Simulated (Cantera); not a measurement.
Input (Python, Cantera) and output of one run.

```python
import numpy as np
import cantera as ct

gas_names = """
    H HO2 H2 H2O H2O2 O OH O2 O3 Zr ZrO ZrO2
""".split()
cond_names = """
    H2O(s) H2O(L) Zr(a) Zr(b) Zr(L) ZrO2(a) ZrO2(b) ZrO2(L)
""".split()


# ... load() reads the species with a 1 bar reference pressure and builds the phases ...
atoms = {
    'Zr': {'Zr': 1},
    'H2O': {'H': 2, 'O': 1},
    'H2': {'H': 2},
}
top_T = {}  # K; cautious upper limits of use, not melting points


# ... equilibrate(T, P, feed) seeds the gas with the atoms and calls Mixture.equilibrate('TP', solver="vcs", rtol=1e-11, max_steps=5000) ...
results = []
feed = {'Zr': 1, 'H2O': 0.37, 'H2': 110}  # mol
P = 59  # Pa
for T in [2100, 2175, 2250, 2325, 2400, 2475, 2550, 2625]:
    mix = equilibrate(T, P, feed)
    results.append((T, P, feed, dict(zip(mix.species_names, mix.species_moles))))

top = {s: max(r[3][s] / sum(r[3][g] for g in gas_names) for r in results) for s in gas_names}
cols = sorted((s for s in top if top[s] > 0.001), key=lambda s: -top[s])[:7]
seen = [c for c in cond_names if any(r[3].get(c, 0) > 1e-12 for r in results)]
print("log10 of partial pressures in bar; condensed amounts in mol")
print(f"{'T/K':>10s}" + "".join(f"{s[:9]:>10s}" for s in cols + seen))
for T, P, feed, n in results:
    ng = sum(n[g] for g in gas_names)
    print(f"{T:10.4g}" + "".join(f"{np.log10(max(n[s] / ng * P / 1e5, 1e-99)):10.3f}" for s in cols)
          + "".join(f"{n.get(c, 0):10.4g}" for c in seen))
```

It prints:

```
log10 of partial pressures in bar; condensed amounts in mol
       T/K        H2         H        Zr       ZrO     Zr(b)     Zr(L)   ZrO2(b)
      2100    -3.285    -4.149    -7.862    -6.524    0.7826         0     0.155
      2175    -3.317    -3.970    -7.358    -6.006         0    0.7045   0.08277
      2250    -3.363    -3.811    -6.895    -5.768         0    0.6033         0
      2325    -3.426    -3.672    -6.462    -5.793         0    0.5513         0
      2400    -3.511    -3.554    -6.057    -5.824         0     0.414         0
      2475    -3.622    -3.459    -5.677    -5.859         0   0.06684         0
      2550    -3.758    -3.385    -5.663    -5.895         0         0         0
      2625    -3.919    -3.331    -5.695    -5.926         0         0         0
```

These are equilibrium values from Cantera (NASA tables, ideal gas, pure condensed phases), not measurements of a reactor. Mutual solubility and eutectic melting of coexisting phases are not modelled. Condensed phases not in the tables: N, O or C dissolved in the metal.
